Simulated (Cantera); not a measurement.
# Si2H6 + H2O + H2 + O3 (silicon oxide and oxynitride deposition)

Feed: 1 mol Si2H6, 10 mol H2O, 43 mol H2, 6.1 mol O3, equilibrated at 0.300 bar.

Equilibrium computed with Cantera from the NASA thermochemical tables; the gas is ideal and each condensed phase is pure. Candidate condensed phases: H2O, Si, SiO2; 18 gas species. The feed counts by its element totals alone. The tables hold silica as quartz up to 1696 K and as liquid above; real silica turns to tridymite and cristobalite and melts near 1996 K. Gases not in the tables: Si(OH)4. Rates play no part.

```
T (°C)   x H2  x H2O       x H     x SiO      x OH    x SiO2  n SiO2(α-quartz)  n SiO2(β-quartz)  n SiO2(condensed)  n SiO2(l)
------  -----  -----  --------  --------  --------  --------  ----------------  ----------------  -----------------  ---------
477     0.566  0.434    <1e-12    <1e-12    <1e-12    <1e-12              2.00                 0                  0          0
577     0.566  0.434  2.81e-11    <1e-12    <1e-12    <1e-12                 0              2.00                  0          0
677     0.566  0.434  7.64e-10    <1e-12    <1e-12    <1e-12                 0              2.00                  0          0
777     0.566  0.434   1.11e-8    <1e-12  2.73e-11    <1e-12                 0              2.00                  0          0
877     0.566  0.434   1.02e-7    <1e-12  4.75e-10    <1e-12                 0              2.00                  0          0
977     0.566  0.434   6.64e-7  1.21e-12   5.25e-9    <1e-12                 0              2.00                  0          0
1077    0.566  0.434   3.27e-6  5.92e-11   4.07e-8    <1e-12                 0              2.00                  0          0
1177    0.566  0.434   1.30e-5   1.67e-9   2.39e-7  1.39e-12                 0              2.00                  0          0
1277    0.566  0.434   4.33e-5   3.02e-8   1.11e-6  3.28e-11                 0              2.00                  0          0
1377    0.566  0.434  0.000125   3.80e-7   4.32e-6  5.27e-10                 0              2.00                  0          0
1477    0.566  0.434  0.000319   3.49e-6   1.44e-5   6.01e-9                 0                 0               2.00          0
1577    0.565  0.434  0.000740   2.46e-5   4.19e-5   5.15e-8                 0                 0               2.00          0
1677    0.565  0.434   0.00157  0.000140  0.000110   3.51e-7                 0                 0               1.99          0
1777    0.563  0.433   0.00311  0.000667  0.000261   1.97e-6                 0                 0                  0       1.96
```
x: gas mole fraction; n: condensed amount in mol.

At 477 °C the condensed part is SiO2(α-quartz). From 577 °C to 1377 °C the condensed part is SiO2(β-quartz). From 1477 °C to 1677 °C the condensed part is SiO2(condensed). At 1777 °C the condensed part is SiO2(l).
